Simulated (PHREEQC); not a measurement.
Solution (80 °C): 0.0016 mol/kgw HF, 0.0028 mol/kgw (NH4)2SiF6, 0.00017 mol/kgw HBF4 and 0.22 mol/kgw HCl. Closed to the air; pH follows from the charge balance.

Equilibrium calculation in PHREEQC: ion-association model, wateq4f.dat.

The ionic strength comes out as 0.220 mol/kgw. What activity coefficients do SiF6-2, BF2(OH)2-, H+, BF3OH-, Cl- get?

SiF6-2 0.25, BF2(OH)2- 0.64, H+ 0.78, BF3OH- 0.64, Cl- 0.68.

Precipitation was switched off in this run. Saturation is exceeded, for instance for Quartz (slow to form), Chalcedony (slow to form); the values hold only as long as no solid forms. Away from 25 °C the constants follow the database's enthalpies or fits; those with neither stay at their 25 °C values. SiF6-2 is the database's only silicon fluoride. Real BF4- forms and hydrolyses slowly; the run takes it at equilibrium.
